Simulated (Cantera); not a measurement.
A closed system holds: 1 mol Si, 2 mol HCl, 2.5 mol H2, held at 1000 K and 3300 Torr.

These are equilibrium values from Cantera (NASA tables, ideal gas, pure condensed phases), not measurements of a reactor. Candidate condensed phases: Si; 19 gas species. The tables' values for SiCl3 are old estimates; treat these amounts as uncertain. Equilibrium is a limit: real reactors are often held back by kinetics, nucleation or transport.

**Question.** What is the equilibrium state?

**Answer.** 
```json
{
 "x(H2)": "0.849",
 "x(SiCl4)": "0.0750",
 "x(SiHCl3)": "0.0626",
 "x(HCl)": "0.00716",
 "x(SiH2Cl2)": "0.00564",
 "x(SiCl3)": "0.000564",
 "x(SiH3Cl)": "0.000130",
 "x(SiCl2)": "0.000103",
 "x(SiH4)": "1.30e-6",
 "n(Si(s))": "0.433 mol",
 "gas_amount": "3.935 mol"
}
```
